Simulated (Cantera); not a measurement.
What does this Cantera script print?

```python
import numpy as np
import cantera as ct

gas = ct.Solution("gri30.yaml")


def delay(T, t_max=10):
    gas.TPX = T, 470000, {'CH4': 1, 'O2': 1, 'N2': 3.76}
    reactor = ct.IdealGasConstPressureReactor(gas, clone=False)
    net = ct.ReactorNet([reactor])
    net.rtol, net.atol = 1e-8, 1e-16
    while net.time < t_max:
        t_old, T_old = net.time, reactor.T
        net.step()
        if reactor.T > T + 400:  # ignition: a rise of 400 K
            return t_old + (T + 400 - T_old) / (reactor.T - T_old) * (net.time - t_old)
    return np.nan


taus = []
for T in [1125, 1225, 1325, 1425, 1525, 1625, 1725, 1825]:
    taus.append(delay(T))
    print(f"T0 = {T:6g} K   tau = {taus[-1]:.4e} s")
```

Result:

```
T0 =   1125 K   tau = 4.3144e-02 s
T0 =   1225 K   tau = 1.1324e-02 s
T0 =   1325 K   tau = 3.3446e-03 s
T0 =   1425 K   tau = 1.0838e-03 s
T0 =   1525 K   tau = 3.7960e-04 s
T0 =   1625 K   tau = 1.4463e-04 s
T0 =   1725 K   tau = 6.1005e-05 s
T0 =   1825 K   tau = 2.8802e-05 s
```

Cantera simulation using GRI-Mech 3.0 (53 species, 325 reactions); the numbers are that mechanism's predictions, not measurements.
